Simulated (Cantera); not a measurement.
Charge: 1 mol Si, 0.74 mol Br₂, 1.1 mol H₂, held at 1500 K and 5.80 Pa.

Cantera equilibrium calculation (NASA polynomials, part measured and part estimated; ideal gas, pure solids and liquids). Candidate condensed phases: Br₂, Si; 19 gas species. The tables' values for SiBr, SiBr₃ are old estimates; treat these amounts as uncertain. Rates play no part.

Base state: H₂ 0.467, SiBr₂ 0.242, HBr 0.215, Br 0.0731, H 0.00158, SiBr 0.00130, SiBr₃ 0.000313, Si 0.000181 (mole fractions); condensed: Si(s).

Task: What changes in the equilibrium state with this change: pressure from 5.80 Pa to 440 Pa?

Result: 
```json
[
 {"species": "H₂", "before": "0.467", "after": "0.480"},
 {"species": "SiBr₂", "before": "0.242", "after": "0.274"},
 {"species": "HBr", "before": "0.215", "after": "0.232"},
 {"species": "Br", "before": "0.0731", "after": "0.00894"},
 {"species": "SiBr₄", "before": "7.64e-6", "after": "0.000745"},
 {"species": "SiHBr₃", "before": "1.07e-6", "after": "9.98e-5"},
 {"species": "Si", "before": "0.000181", "after": "2.39e-6"},
 {"species": "SiBr₃", "before": "0.000313", "after": "0.00329"},
 {"species": "H", "before": "0.00158", "after": "0.000184"},
 {"species": "Si(s), mol", "before": "0.534", "after": "0.487"}
]
```
The tables' values for SiBr₃, SiBr are old estimates; treat these amounts as uncertain.

Task: What changes in the equilibrium state with this change: temperature from 1500 K to 1450 K?

Result: 
```json
[
 {"species": "H₂", "before": "0.467", "after": "0.469"},
 {"species": "SiBr₂", "before": "0.242", "after": "0.253"},
 {"species": "HBr", "before": "0.215", "after": "0.226"},
 {"species": "Br", "before": "0.0731", "after": "0.0501"},
 {"species": "Si", "before": "0.000181", "after": "5.31e-5"},
 {"species": "SiBr₄", "before": "7.64e-6", "after": "1.87e-5"},
 {"species": "SiBr", "before": "0.00130", "after": "0.000651"},
 {"species": "H", "before": "0.00158", "after": "0.000850"},
 {"species": "Si(s), mol", "before": "0.534", "after": "0.521"}
]
```
